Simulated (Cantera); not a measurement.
A Cantera script and its output.

```python
import numpy as np
import cantera as ct

gas = ct.Solution("gri30.yaml")
gas.TPX = 2000, 23000, {'NO': 1, 'N2': 0.26}
reactor = ct.IdealGasConstPressureReactor(gas, energy="off", clone=False)
net = ct.ReactorNet([reactor])
net.rtol, net.atol = 1e-08, 1e-18
show = ['NO', 'N2O', 'NO2', 'O2', 'N2']
times = np.geomspace(0.0009, 6, 15)

steps = ct.SolutionArray(gas, extra=["t"])
rows = []
print(f"{'t/s':>10s}{'T/K':>9s}{'P/Pa':>11s}" + "".join(f"{s:>11s}" for s in show))
for t in times:
    while net.time < t:
        t_next = net.step()
        steps.append(gas.state, t=t_next)
    rows.append([np.interp(t, steps.t, y) for y in (steps.T, steps.P, *steps(*show).X.T)])
    print(f"{t:10.3e}{rows[-1][0]:9.1f}{rows[-1][1]:11.4g}" + "".join(f"{x:11.3e}" for x in rows[-1][2:]))
rate = np.gradient(steps.T, steps.t)
print("integrator steps:", len(steps.t))
if steps.T.max() > steps.T[0] + 200:
    print(f"time of steepest temperature rise: {steps.t[rate.argmax()]:.4e} s")
gas.TPX = 2000, 23000, {'NO': 1, 'N2': 0.26}
gas.equilibrate("TP")
print(f"equilibrium (TP): T = {gas.T:.1f} K  " + "  ".join(f"{s} {gas[s].X[0]:.3e}" for s in show))
```

Result:

```
       t/s      T/K       P/Pa         NO        N2O        NO2         O2         N2
 9.000e-04   2000.0    2.3e+04  7.933e-01  1.179e-04  6.566e-05  2.419e-05  2.064e-01
 1.688e-03   2000.0    2.3e+04  7.930e-01  1.794e-04  1.108e-04  1.038e-04  2.065e-01
 3.166e-03   2000.0    2.3e+04  7.923e-01  2.372e-04  1.388e-04  3.541e-04  2.068e-01
 5.938e-03   2000.0    2.3e+04  7.912e-01  2.675e-04  1.488e-04  9.177e-04  2.073e-01
 1.114e-02   2000.0    2.3e+04  7.889e-01  2.717e-04  1.555e-04  2.020e-03  2.084e-01
 2.089e-02   2000.0    2.3e+04  7.847e-01  2.680e-04  1.656e-04  4.100e-03  2.105e-01
 3.918e-02   2000.0    2.3e+04  7.769e-01  2.607e-04  1.829e-04  8.016e-03  2.145e-01
 7.348e-02   2000.0    2.3e+04  7.620e-01  2.479e-04  2.105e-04  1.538e-02  2.219e-01
 1.378e-01   2000.0    2.3e+04  7.344e-01  2.259e-04  2.506e-04  2.915e-02  2.357e-01
 2.585e-01   2000.0    2.3e+04  6.838e-01  1.906e-04  2.996e-04  5.438e-02  2.610e-01
 4.848e-01   2000.0    2.3e+04  5.957e-01  1.395e-04  3.408e-04  9.832e-02  3.050e-01
 9.094e-01   2000.0    2.3e+04  4.584e-01  7.920e-05  3.379e-04  1.669e-01  3.736e-01
 1.706e+00   2000.0    2.3e+04  2.846e-01  2.936e-05  2.581e-04  2.538e-01  4.606e-01
 3.199e+00   2000.0    2.3e+04  1.295e-01  6.022e-06  1.342e-04  3.314e-01  5.382e-01
 6.000e+00   2000.0    2.3e+04  4.544e-02  8.886e-07  5.003e-05  3.735e-01  5.802e-01
integrator steps: 875
equilibrium (TP): T = 2000.0 K  NO 9.150e-03  N2O 2.150e-07  NO2 1.032e-05  O2 3.916e-01  N2 5.983e-01
```

Detailed kinetics in Cantera: GRI-Mech 3.0 (53 species, 325 reactions).
